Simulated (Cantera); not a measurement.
Feed: 1 mol TiCl4, 0.94 mol C3H8, at 135 Torr.

These are equilibrium values from Cantera (NASA tables, ideal gas, pure condensed phases), not measurements of a reactor. Candidate condensed phases: C, C6H6, C7H8, C8H18, Ti, TiC, TiCl2, TiCl3, TiCl4; 96 gas species. The tables' values for TiCl2 are old estimates; treat these amounts as uncertain. TiC: taken at fixed stoichiometry. Kinetics and transport are ignored.

### Question
At 1577 °C, list the 4 most abundant gas species with their mole fractions, and the condensed phases.

### Answer
HCl 0.568, H2 0.385, TiCl3 0.0376, TiCl4 0.00690. Condensed: C(graphite) + TiC(s).
